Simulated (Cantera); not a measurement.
What does this Cantera script print?

```python
import numpy as np
import cantera as ct

gas_names = """
    H H2 H2S Pb PbS Pb2 S SH S2 S8
""".split()
cond_names = """
    Pb(cr) Pb(L) PbS(s) PbS(L) S(cr1) S(cr2) S(L)
""".split()


# ... load() reads the species with a 1 bar reference pressure and builds the phases ...
atoms = {
    'Pb': {'Pb': 1},
    'H2S': {'H': 2, 'S': 1},
    'H2': {'H': 2},
}
top_T = {}  # K; cautious upper limits of use, not melting points


# ... equilibrate(T, P, feed) seeds the gas with the atoms and calls Mixture.equilibrate('TP', solver="vcs", rtol=1e-11, max_steps=5000) ...
results = []
feed = {'Pb': 1, 'H2S': 0.1, 'H2': 1.2}  # mol
P = 980000  # Pa
for T in [900, 975, 1050, 1125, 1200, 1275, 1350, 1425]:
    mix = equilibrate(T, P, feed)
    results.append((T, P, feed, dict(zip(mix.species_names, mix.species_moles))))

top = {s: max(r[3][s] / sum(r[3][g] for g in gas_names) for r in results) for s in gas_names}
cols = sorted((s for s in top if top[s] > 1e-06), key=lambda s: -top[s])[:7]
seen = [c for c in cond_names if any(r[3].get(c, 0) > 1e-12 for r in results)]
print("log10 of partial pressures in bar; condensed amounts in mol")
print(f"{'T/K':>10s}" + "".join(f"{s[:9]:>10s}" for s in cols + seen))
for T, P, feed, n in results:
    ng = sum(n[g] for g in gas_names)
    print(f"{T:10.4g}" + "".join(f"{np.log10(max(n[s] / ng * P / 1e5, 1e-99)):10.3f}" for s in cols)
          + "".join(f"{n.get(c, 0):10.4g}" for c in seen))
```

It prints:

```
log10 of partial pressures in bar; condensed amounts in mol
       T/K        H2       H2S       PbS        Pb        SH        S2         H     Pb(L)    PbS(s)
       900     0.988    -1.202    -5.333    -5.864    -7.869    -9.687    -9.438    0.9083   0.09166
       975     0.985    -0.874    -4.350    -5.038    -6.806    -8.225    -8.449    0.9177   0.08227
      1050     0.980    -0.599    -3.514    -4.332    -5.899    -6.977    -7.601    0.9334   0.06658
      1125     0.972    -0.367    -2.793    -3.723    -5.117    -5.899    -6.866    0.9569   0.04286
      1200     0.960    -0.172    -2.167    -3.192    -4.438    -4.960    -6.225    0.9893  0.009695
      1275     0.956    -0.134    -1.758    -2.724    -3.976    -4.414    -5.654    0.9974         0
      1350     0.956    -0.146    -1.445    -2.310    -3.613    -4.027    -5.145    0.9946         0
      1425     0.956    -0.167    -1.176    -1.941    -3.298    -3.700    -4.688    0.9896         0
```

These are equilibrium values from Cantera (NASA tables, ideal gas, pure condensed phases), not measurements of a reactor. Mutual solubility and eutectic melting of coexisting phases are not modelled.
